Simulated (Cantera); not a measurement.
Input (Python, Cantera):

```python
import numpy as np
import cantera as ct

gas = ct.Solution("gri30.yaml")
gas.TPX = 800, 500000, {'C3H8': 1, 'O2': 4.17, 'N2': 15.7}
inlet = ct.Reservoir(gas, clone=True)
gas.equilibrate("HP")  # start burning
reactor = ct.IdealGasConstPressureReactor(gas, energy="on", clone=False)
exhaust = ct.Reservoir(gas, clone=True)
tau = [0.23, 0.11, 0.053, 0.026, 0.012, 0.0059, 0.0028, 0.0013, 0.00065, 0.00031, 0.00015, 7.1e-05, 3.4e-05][0]
for a, b in ((inlet, reactor), (reactor, exhaust)):
    ct.MassFlowController(a, b, mdot=lambda t: reactor.mass / tau)
net = ct.ReactorNet([reactor])
show = ['C3H8', 'O2', 'CO2', 'H2O2', 'HCO', 'CH3']

rows = []
print(f"{'tau/s':>10s}{'T/K':>9s}" + "".join(f"{s:>11s}" for s in show))
for tau in [0.23, 0.11, 0.053, 0.026, 0.012, 0.0059, 0.0028, 0.0013, 0.00065, 0.00031, 0.00015, 7.1e-05, 3.4e-05]:
    net.initial_time = 0.0
    net.advance(30 * tau)
    before = gas.X
    net.advance(40 * tau)
    drift = np.max(np.abs(gas.X - before) / (gas.X + 1e-9))
    rows.append([gas.T, *gas[show].X, drift])
    print(f"{tau:10.3e}{gas.T:9.1f}" + "".join(f"{x:11.3e}" for x in gas[show].X))
```

Output:

```
     tau/s      T/K       C3H8         O2        CO2       H2O2        HCO        CH3
 2.300e-01   2540.6  1.088e-08  7.131e-04  7.407e-02  7.089e-08  7.465e-08  1.851e-07
 1.100e-01   2540.2  2.265e-08  7.284e-04  7.405e-02  7.188e-08  7.796e-08  3.826e-07
 5.300e-02   2539.3  4.661e-08  7.591e-04  7.401e-02  7.387e-08  8.473e-08  7.763e-07
 2.600e-02   2537.6  9.349e-08  8.177e-04  7.392e-02  7.760e-08  9.817e-08  1.518e-06
 1.200e-02   2534.0  1.962e-07  9.404e-04  7.374e-02  8.520e-08  1.284e-07  3.032e-06
 5.900e-03   2528.1  3.803e-07  1.144e-03  7.342e-02  9.722e-08  1.847e-07  5.477e-06
 2.800e-03   2517.8  7.438e-07  1.504e-03  7.286e-02  1.169e-07  3.031e-07  9.707e-06
 1.300e-03   2501.5  1.447e-06  2.097e-03  7.195e-02  1.458e-07  5.523e-07  1.681e-05
 6.500e-04   2480.8  2.599e-06  2.885e-03  7.075e-02  1.798e-07  9.995e-07  2.714e-05
 3.100e-04   2452.0  4.822e-06  4.055e-03  6.904e-02  2.240e-07  1.946e-06  4.543e-05
 1.500e-04   2416.9  8.907e-06  5.607e-03  6.684e-02  2.764e-07  3.812e-06  7.694e-05
 7.100e-05   2374.0  1.725e-05  7.796e-03  6.384e-02  3.442e-07  7.731e-06  1.379e-04
 3.400e-05   2323.3  3.517e-05  1.103e-02  5.956e-02  4.409e-07  1.571e-05  2.607e-04
```

Model: GRI-Mech 3.0 (53 species, 325 reactions), integrated in Cantera. GRI-Mech 3.0 was tuned for natural gas; its chemistry of propane as a main component is partial and can be far from experiment.
